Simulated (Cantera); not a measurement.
**Ignition delay**

Mixture: 8.18 % CH₄, 1.55 % C₂H₆, 22.0 % O₂, 68.2 % N₂, at 4.93 atm, adiabatic and at constant pressure. Ignition delay is the time to a rise of 400 K.

Computed with Cantera and GRI-Mech 3.0 (53 species, 325 reactions).

```json
[
 {"T0 (K)": "1050", "delay (ms)": "13.0"},
 {"T0 (K)": "1125", "delay (ms)": "3.36"},
 {"T0 (K)": "1200", "delay (ms)": "1.06"},
 {"T0 (K)": "1275", "delay (ms)": "0.407"},
 {"T0 (K)": "1350", "delay (ms)": "0.183"},
 {"T0 (K)": "1425", "delay (ms)": "0.0922"},
 {"T0 (K)": "1500", "delay (ms)": "0.0501"}
]
```

```json
{
  "apparent activation energy between 1350 and 1500 K": "150 kJ/mol"
}
```
